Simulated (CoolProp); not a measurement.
A single-stage vapour-compression cycle with hydrogen chloride: evaporating at 203.15 K (dew point), condensing at 254.15 K (bubble point), superheat 8 K, subcooling 8 K, compressor efficiency 0.65, no pressure losses. Each further row changes one setting.

The numbers come from the reference Helmholtz-energy equation of state, Thol 2018 in CoolProp.

```json
[
 {"case": "as stated", "cooling COP": "1.98", "pressure ratio": "6.88", "discharge temperature (K)": "439.7", "refrigerating effect (kJ/kg)": "360", "volumetric capacity (kJ/m³)": "1730"},
 {"case": "evaporating temperature 208.15 K", "cooling COP": "2.32", "pressure ratio": "5.44", "discharge temperature (K)": "412.7", "refrigerating effect (kJ/kg)": "362", "volumetric capacity (kJ/m³)": "2160"},
 {"case": "condensing temperature 249.15 K", "cooling COP": "2.26", "pressure ratio": "5.90", "discharge temperature (K)": "416.4", "refrigerating effect (kJ/kg)": "369", "volumetric capacity (kJ/m³)": "1770"},
 {"case": "subcooling 13 K", "cooling COP": "2.03", "pressure ratio": "6.88", "discharge temperature (K)": "439.7", "refrigerating effect (kJ/kg)": "369", "volumetric capacity (kJ/m³)": "1770"},
 {"case": "superheat 18 K", "cooling COP": "1.93", "pressure ratio": "6.88", "discharge temperature (K)": "462.4", "refrigerating effect (kJ/kg)": "369", "volumetric capacity (kJ/m³)": "1680"},
 {"case": "compressor efficiency 0.55", "cooling COP": "1.68", "pressure ratio": "6.88", "discharge temperature (K)": "479.3", "refrigerating effect (kJ/kg)": "360", "volumetric capacity (kJ/m³)": "1730"}
]
```
